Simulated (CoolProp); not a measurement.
Vapour-liquid equilibrium of methanol (1) + m-xylene (2) at 157.95 °C; x and y are mole fractions of (1).

Computed with CoolProp (multi-fluid Helmholtz-energy mixture model, de Reuck 1993 and Zhou 2012; pair parameters Bell 2016).

**Question.** Give the bubble pressure and the first vapour's composition at x = 0.05, 0.65, 0.8. Is there an azeotrope?

**Answer.** x = 0.05: 401.1 kPa, y = 0.579; x = 0.65: 1311 kPa, y = 0.891; x = 0.8: 1453 kPa, y = 0.926. No azeotrope shows between x = 0.05 and 0.95.

The pair parameters rest on a limited set of measurements; away from them the model extrapolates. With so large a gap from Raoult's law the liquid may split in two, which this calculation doesn't test in full.
